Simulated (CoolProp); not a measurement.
Vapour-liquid equilibrium of R125 (1) + R245fa (2) at 40.35 °C; x and y are mole fractions of (1).

The numbers come from the multi-fluid Helmholtz-energy mixture model, Lemmon 2005 and Akasaka 2015; pair parameters Bell 2016 in CoolProp.

```tsv
x	bubble pressure, mixture model (bar)	bubble pressure, Raoult's law (bar)	y, mixture model	y, Raoult's law
0.05	3.393	3.421	0.269	0.296
0.15	5.059	5.193	0.536	0.585
0.25	6.680	6.965	0.671	0.727
0.35	8.283	8.737	0.754	0.811
0.45	9.892	10.51	0.813	0.867
0.55	11.53	12.28	0.858	0.907
0.65	13.23	14.05	0.895	0.937
0.75	15.01	15.82	0.926	0.960
0.85	16.94	17.60	0.956	0.978
0.95	19.07	19.37	0.985	0.993
```

The largest gap from Raoult's law is -6.1 % in bubble pressure, at x = 0.55. No azeotrope shows between x = 0.05 and 0.95.

The pair parameters rest on a limited set of measurements; away from them the model extrapolates.
